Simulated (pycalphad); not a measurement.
All values are pycalphad results on the COST 507 light-alloy database (1999) (1 atm), not direct measurements. The database dates from 1999; later assessments differ in places, in temperatures and in the compounds included. The system is extrapolated from its subsystems; higher-order compounds may be missing. Phase fractions are per mole of atoms.

Problem. Give the equilibrium state of Al-4.74Si-3.52Sn (at.%) at 577 °C.

Solution. LIQUID, fraction 0.598, with 7.3 Si, 5.8 Sn at.%; FCC_A1, fraction 0.402, with 0.92 Si, 0.14 Sn at.%.

Problem. Give the equilibrium state of Al-4.74Si-3.52Sn (at.%) at 527 °C.

Solution. 
```
T = 800.00 K, P = 101325 Pa, N = 1 mol of atoms
G = -30707 J/mol, H = 14865 J/mol, S = 56.97 J/(mol K)  (SER reference)
chemical potentials (J/mol): Al -30250, Si -21475, Sn -55058
phase             fraction      x(Al)      x(Si)      x(Sn)
FCC_A1              0.9103     0.9885     0.0099     0.0016
LIQUID              0.0515     0.3410     0.0043     0.6547
DIAMOND_A4          0.0382    3.3e-07     1.0000   3.24e-07
```

FCC_A1 is fcc; DIAMOND_A4 is diamond (Si).
